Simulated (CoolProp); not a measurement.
Vapour-liquid equilibrium of ethane (1) + hydrogen sulfide (2) at -9.05 °C; x and y are mole fractions of (1).

Computed with CoolProp (multi-fluid Helmholtz-energy mixture model, Bücker 2006 and Lemmon 2006; pair parameters Kunz 2012).

| x | bubble pressure, mixture model (MPa) | bubble pressure, Raoult's law (MPa) | y, mixture model | y, Raoult's law |
|---|---|---|---|---|
| 0.05 | 1.026 | 0.8401 | 0.247 | 0.113 |
| 0.2 | 1.453 | 1.008 | 0.501 | 0.378 |
| 0.35 | 1.656 | 1.176 | 0.593 | 0.567 |
| 0.5 | 1.779 | 1.344 | 0.658 | 0.708 |
| 0.65 | 1.869 | 1.513 | 0.727 | 0.819 |
| 0.8 | 1.926 | 1.681 | 0.817 | 0.907 |
| 0.95 | 1.924 | 1.849 | 0.945 | 0.979 |

The largest gap from Raoult's law is +44.1 % in bubble pressure, at x = 0.2. y crosses x between x = 0.8 and 0.95: the model has an azeotrope there.

Pair parameters are fitted to limited data, so mixtures are less certain than the pure fluids.
